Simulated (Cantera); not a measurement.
An adiabatic, constant-pressure homogeneous reactor starts with CH4 : C2H6 : C3H8 : O2 : N2 = 1 : 0.14 : 0.44 : 2.93 : 11 (molar parts), equivalence ratio 1.6, at 1800 K and 10.0 bar.

Cantera simulation using GRI-Mech 3.0 (53 species, 325 reactions); the numbers are that mechanism's predictions, not measurements. GRI-Mech 3.0 was tuned for natural gas; its chemistry of propane as a main component is partial and can be far from experiment. Above 3000 K some thermodynamic fits are extrapolated.

Task: Predict: time of steepest temperature rise; temperature at 0.500 s; equilibrium temperature; x(H2) at 0.500 s; x(NO) at 0.500 s; x(CO) at 0.500 s.

Result: time of steepest temperature rise: 3.55 µs
temperature at 0.500 s: 2997 K
equilibrium temperature: 2997 K
x(H2) at 0.500 s: 0.0801 (gas-phase equilibrium 0.0801)
x(NO) at 0.500 s: 0.00227 (gas-phase equilibrium 0.00227)
x(CO) at 0.500 s: 0.117 (gas-phase equilibrium 0.117)
